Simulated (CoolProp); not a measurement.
Saturation properties of isobutane.

The numbers come from the reference Helmholtz-energy equation of state, Bücker 2006 in CoolProp.

```csv
T (°C),p (kPa),enthalpy of vaporisation (kJ/kg),liquid cp (kJ/(kg K))
-51.15,15.74,397.6,2.049
-39.35,29.67,___,___
-27.55,52.14,378.7,2.148
-15.75,86.39,368.6,___
-3.95,136.1,358.0,___
7.75,204.8,346.9,2.325
19.55,298.1,334.8,2.395
31.35,420.3,321.8,___
43.15,576.5,___,2.559
54.95,772.1,___,2.658
66.75,1013,274.7,2.776
```

Problem. What belongs in the gaps?

Solution. 
- -39.35, enthalpy of vaporisation (kJ/kg): 388.3
- -39.35, liquid cp (kJ/(kg K)): 2.097
- -15.75, liquid cp (kJ/(kg K)): 2.203
- -3.95, liquid cp (kJ/(kg K)): 2.262
- 31.35, liquid cp (kJ/(kg K)): 2.473
- 43.15, enthalpy of vaporisation (kJ/kg): 307.6
- 54.95, enthalpy of vaporisation (kJ/kg): 292.0

It boils at -11.7 °C under 1 atm.
